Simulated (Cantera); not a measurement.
Feed: 1 mol Al(CH₃)₃, 7.2 mol O₂, a varied amount of H₂, at 1802 °C and 0.0133 bar.

Cantera equilibrium calculation (NASA polynomials, part measured and part estimated; ideal gas, pure solids and liquids). Candidate condensed phases: Al, Al₂O₃, C, C₆H₆, C₇H₈, C₈H₁₈, H₂O; 121 gas species. The feed counts by its element totals alone. Equilibrium is a limit: real reactors are often held back by kinetics, nucleation or transport.

x: gas mole fraction; n: condensed amount in mol.

```
n(H₂) (mol)   x H₂   x H₂O    x CO     x H     x CO₂  n Al₂O₃(s)
-----------  -----  ------  ------  ------  --------  ----------
23           0.573   0.311  0.0877  0.0175   0.00979       0.500
40               ?       ?       ?  0.0195         ?       0.500
58           0.786   0.147  0.0436  0.0205   0.00169       0.500
75           0.825   0.117  0.0350  0.0210   0.00102       0.500
93           0.852  0.0965  0.0289  0.0213  0.000673       0.500
110          0.870  0.0826  0.0248  0.0215  0.000484       0.500
130          0.886       ?       ?  0.0217         ?       0.499
150          0.897  0.0617  0.0186  0.0219  0.000263       0.499
160          0.902  0.0581  0.0175  0.0219  0.000232       0.499
```

Q: What belongs in the gaps?

A: 
- 40, x H₂: 0.715
- 40, x H₂O: 0.202
- 40, x CO: 0.0591
- 40, x CO₂: 0.00344
- 130, x H₂O: 0.0707
- 130, x CO: 0.0212
- 130, x CO₂: 0.000349
